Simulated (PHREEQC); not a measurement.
# Spent oxide etchant (model solution)

Solution (35 °C): 0.24 mol/kgw NH4HF2, 0.0077 mol/kgw H2SiF6, 0.022 mol/kgw HBF4 and 0.012 mol/kgw HCl. Closed to the air; pH follows from the charge balance.

All values are PHREEQC results (ion-association model, phreeqc.dat), not measurements.

```json
{
  "pH": "2.79",
  "ionic_strength": "0.250 mol/kgw",
  "activity_of_water": "0.988",
  "density": "1.002 g/cm³",
  "total_alkalinity": "-386 meq/kg"
}
```

| species | molality | activity | log γ |
|---|---|---|---|
| NH4+ | 0.240 | 0.157 | -0.184 |
| HF | 0.201 | 0.213 | 0.025 |
| F- | 0.106 | 0.0728 | -0.164 |
| HF2- | 0.0864 | 0.0635 | -0.134 |
| BF4- | 0.0220 | 0.0161 | -0.134 |
| Cl- | 0.0120 | 0.00834 | -0.158 |
| SiF6-2 | 0.00770 | 0.00208 | -0.569 |
| H+ | 0.00206 | 0.00162 | -0.104 |
| BF3OH- | 4.57e-5 | 3.35e-5 | -0.134 |
| BF2(OH)2- | 4.16e-7 | 3.05e-7 | -0.134 |
| NH3 | 1.03e-7 | 1.09e-7 | 0.025 |

Precipitation was switched off in this run. SiF6-2 is the database's only silicon fluoride. Real BF4- forms and hydrolyses slowly; the run takes it at equilibrium.
